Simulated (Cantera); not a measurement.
# Stirred combustor or abatement burner

A perfectly stirred reactor is fed with 9.37 % CH₄, 20.3 % O₂, 58.1 % N₂, 12.2 % H₂O, equivalence ratio 0.92, at 28000 Pa; it is adiabatic with a 300 K inlet, and is followed from long to short residence time, starting on the burning branch (τ in s: 0.19, 0.061, 0.02, 0.0065, 0.0021, 0.00069, 0.00022, 7.3e-05, 2.4e-05).

Detailed kinetics in Cantera: GRI-Mech 3.0 (53 species, 325 reactions).

```csv
τ (s),T (K),x CH₄,x O₂,x H₂O,x HCO,x N₂O
0.19,2134,4.36e-6,0.0197,0.298,3.88e-8,6.68e-8
0.061,2099,1.06e-5,0.0215,0.295,1.20e-7,5.94e-8
0.020,2040,2.40e-5,0.0243,0.289,3.64e-7,4.96e-8
0.0065,1958,5.67e-5,0.0279,0.282,1.09e-6,4.13e-8
0.0021,1863,0.000149,0.0321,0.273,3.22e-6,3.54e-8
0.00069,1764,0.000451,0.0377,0.266,9.42e-6,3.12e-8
0.00022,1624,0.00251,0.0531,0.261,3.28e-5,2.41e-8
7.3e-5,300,0.0937,0.203,0.122,<1e-12,<1e-12
2.4e-5,300,0.0937,0.203,0.122,<1e-12,<1e-12
```
x: mole fraction; the columns are a selection and need not sum to one.
